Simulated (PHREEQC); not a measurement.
# Ultrapure water in contact with air or piping: an equilibrium model

Model water analysis in mg/kgw, 25 °C, pH 5.72, pe 9.5:

```tsv
constituent	mg/kgw
Na	0.0855
K	0.00211
Ca	0.0502
Mg	0.00175
Cl	0.041
S(6) as SO4	0.0344
Alkalinity as HCO3	0.274
Br	0.00376
Si as SiO2	0.000957
Ba	0.000434
Cu(2)	0.00179
```

Cl is adjusted to close the charge balance.
Valence states are taken as typed.

Model: ion-association model, wateq4f.dat, run in PHREEQC.

Each row changes one thing in this solution. Precipitation was switched off in this run.

| case | ionic strength (mol/kgw) | CO2 (mol/kgw) | HCO3- (mol/kgw) | CO3-2 (mol/kgw) | Cu(OH)2 (mol/kgw) | CuOH+ (mol/kgw) | SI of Tenorite (CuO) | SI of Quartz (SiO2) |
|---|---|---|---|---|---|---|---|---|
| as made | 1.01e-5 | 2.73e-5 | 6.40e-6 | 1.59e-10 | 1.57e-10 | 1.44e-10 | -3.74 | -3.82 |
| Cu(2) from 0.00179 to 0.00537 mg/kgw | 1.03e-5 | 2.73e-5 | 6.40e-6 | 1.59e-10 | 4.72e-10 | 4.32e-10 | -3.27 | -3.82 |
| Ca from 0.0502 to 0.151 mg/kgw | 1.77e-5 | 2.73e-5 | 6.40e-6 | 1.60e-10 | 1.57e-10 | 1.43e-10 | -3.75 | -3.82 |
| pH from 5.72 to 6.72 at the same alkalinity | 8.36e-6 | 1.97e-6 | 4.61e-6 | 1.15e-9 | 9.82e-9 | 8.99e-10 | -1.95 | -3.82 |
| pH from 5.72 to 5.5 at the same alkalinity | 1.14e-5 | 5.43e-5 | 7.66e-6 | 1.15e-10 | 5.74e-11 | 8.72e-11 | -4.18 | -3.82 |

The database's constant for dissolved Cu(OH)2 is higher than later reviews accept.
